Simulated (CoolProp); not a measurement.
Properties of hexamethyldisiloxane (MM) along the isobar 2.44 MPa.

Values from CoolProp's reference Helmholtz-energy equation of state, Thol 2016.

```json
[
 {"T (°C)": "189.55", "phase": "liquid", "cv (kJ/(kg K))": "1.952", "speed of sound (m/s)": "368.7"},
 {"T (°C)": "203.85", "phase": "liquid", "cv (kJ/(kg K))": "1.988", "speed of sound (m/s)": "319.9"},
 {"T (°C)": "218.15", "phase": "liquid", "cv (kJ/(kg K))": "2.025", "speed of sound (m/s)": "268.2"},
 {"T (°C)": "232.45", "phase": "liquid", "cv (kJ/(kg K))": "2.066", "speed of sound (m/s)": "211.3"},
 {"T (°C)": "246.75", "phase": "supercritical", "cv (kJ/(kg K))": "2.115", "speed of sound (m/s)": "144.1"},
 {"T (°C)": "261.05", "phase": "supercritical", "cv (kJ/(kg K))": "2.186", "speed of sound (m/s)": "74.30"},
 {"T (°C)": "275.35", "phase": "supercritical", "cv (kJ/(kg K))": "2.164", "speed of sound (m/s)": "91.65"},
 {"T (°C)": "289.65", "phase": "supercritical", "cv (kJ/(kg K))": "2.169", "speed of sound (m/s)": "107.6"},
 {"T (°C)": "303.95", "phase": "supercritical", "cv (kJ/(kg K))": "2.185", "speed of sound (m/s)": "119.5"},
 {"T (°C)": "318.25", "phase": "supercritical", "cv (kJ/(kg K))": "2.205", "speed of sound (m/s)": "129.0"},
 {"T (°C)": "332.55", "phase": "supercritical", "cv (kJ/(kg K))": "2.228", "speed of sound (m/s)": "136.9"},
 {"T (°C)": "346.85", "phase": "supercritical", "cv (kJ/(kg K))": "2.251", "speed of sound (m/s)": "143.8"}
]
```
